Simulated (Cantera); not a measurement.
Input: 1 mol Si3N4, 0.019 mol N2O, 1.2 mol N2, held at 3.50e-6 bar.

Method: chemical equilibrium by Gibbs-energy minimisation in Cantera with the NASA 1993 tables (ideal gas, pure condensed phases). Candidate condensed phases: Si, SiO2, Si2N2O, Si3N4; 16 gas species. Mutual solubility and eutectic melting of coexisting phases are not modelled. Equilibrium is a limit: real reactors are often held back by kinetics, nucleation or transport.

**Question.** What share of the Si ends up in condensed phases as a function of T (K), at 923, 1073, 1223, 1373, 1523, 1673, 1823, 1973?

**Answer.** 
```csv
T (K),Si condensed (%),as
923,100.0,Si2N2O(s) + Si3N4(s)
1073,100.0,Si2N2O(s) + Si3N4(s)
1223,100.0,Si2N2O(s) + Si3N4(s)
1373,99.7,Si2N2O(s) + Si3N4(s)
1523,98.8,Si(s)
1673,84.5,Si(s)
1823,0.0,-
1973,0.0,-
```
